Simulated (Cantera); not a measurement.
Charge: 1 mol Ca(OH)₂, 0.041 mol CO₂, 0.088 mol H₂O, at 100000 Pa.

Equilibrium computed with Cantera from the NASA thermochemical tables; the gas is ideal and each condensed phase is pure. Candidate condensed phases: C, C₆H₆, C₇H₈, C₈H₁₈, Ca, CaCO₃, CaO, Ca(OH)₂, H₂O; 115 gas species. Rates play no part.

At 1850 K, list the 7 most abundant gas species with their mole fractions, and the condensed phases.

H₂O 0.959, CO₂ 0.0359, H₂ 0.00237, O₂ 0.00117, OH 0.000784, CO 0.000357, Ca(OH)₂ 2.76e-5. Condensed: CaO(s).
